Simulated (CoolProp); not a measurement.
Vapour-liquid equilibrium of hexamethyldisiloxane (MM) (1) + toluene (2) at 0.0379 MPa; x and y are mole fractions of (1).

The numbers come from the multi-fluid Helmholtz-energy mixture model, Thol 2016 and Lemmon 2006; pair parameters Bell 2016 in CoolProp.

Q: Give the bubble temperature and the first vapour's composition at x = 0.2, 0.275, 0.725. Is there an azeotrope?

A: x = 0.2: 348.8 K, y = 0.289; x = 0.275: 347.7 K, y = 0.375; x = 0.725: 343.8 K, y = 0.763. No azeotrope shows between x = 0.05 and 0.95.

The pair parameters rest on a limited set of measurements; away from them the model extrapolates.
